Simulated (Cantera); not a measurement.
Mixture: CH4 : O2 : N2 = 1 : 3.92 : 14.7 (molar parts), equivalence ratio 0.51, at 2300000 Pa, adiabatic and at constant pressure. Ignition delay is the time to a rise of 400 K.

Model: GRI-Mech 3.0 (53 species, 325 reactions), integrated in Cantera. The pressure lies above the range GRI-Mech 3.0 was tuned for (to about 10 atm).

| quantity | before | after |
|---|---|---|
| delay at 1000 K | 32.1 ms | 0.194 s |
| delay at 1050 K | 13.3 ms | 84.3 ms |
| delay at 1100 K | 6.03 ms | 39.2 ms |
| delay at 1150 K | 2.95 ms | 19.1 ms |
| delay at 1200 K | 1.54 ms | 9.72 ms |
| delay at 1250 K | 0.849 ms | 5.11 ms |
| apparent activation energy between 1150 and 1250 K | 150 kJ/mol | 160 kJ/mol |

Task: What was changed between the two runs?
A) pressure from 2300000 Pa to 101000 Pa
B) pressure from 2300000 Pa to 370000 Pa
C) constant volume in place of constant pressure
D) pressure from 2300000 Pa to 920000 Pa

Result: B, pressure from 2300000 Pa to 370000 Pa
